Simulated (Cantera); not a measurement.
A perfectly stirred reactor is fed with NH₃ : H₂ = 1 : 1.5 (molar parts), at 10.00 Torr; it is held at 1673 K, and followed from long to short residence time.

Cantera simulation using the gas-phase N/H chemistry of the illustrative SiF4/NH3 mechanism in the Surface Chemkin manual (1991); the numbers are that mechanism's predictions, not measurements. Walls and surfaces, which speed up NH3 decomposition in real reactors, are not modelled.

Problem. Predict: x(NH₃) at τ = 4.10 s; x(H₂) at τ = 4.10 s; x(N₂) at τ = 4.10 s; x(N₂H₂) at τ = 4.10 s; x(N₂H₄) at τ = 4.10 s; x(NH₃) at τ = 0.120 s; x(H₂) at τ = 0.120 s; x(N₂) at τ = 0.120 s; x(N₂H₂) at τ = 0.120 s; x(N₂H₄) at τ = 0.120 s.

Solution. 
| Quantity | Result |
|---|---|
| x(NH₃) at τ = 4.10 s | 0.374 |
| x(H₂) at τ = 4.10 s | 0.617 |
| x(N₂) at τ = 4.10 s | 0.00922 |
| x(N₂H₂) at τ = 4.10 s | 7.86e-7 |
| x(N₂H₄) at τ = 4.10 s | 3.40e-9 |
| x(NH₃) at τ = 0.120 s | 0.400 |
| x(H₂) at τ = 0.120 s | 0.600 |
| x(N₂) at τ = 0.120 s | 8.84e-5 |
| x(N₂H₂) at τ = 0.120 s | 2.86e-7 |
| x(N₂H₄) at τ = 0.120 s | 1.41e-9 |
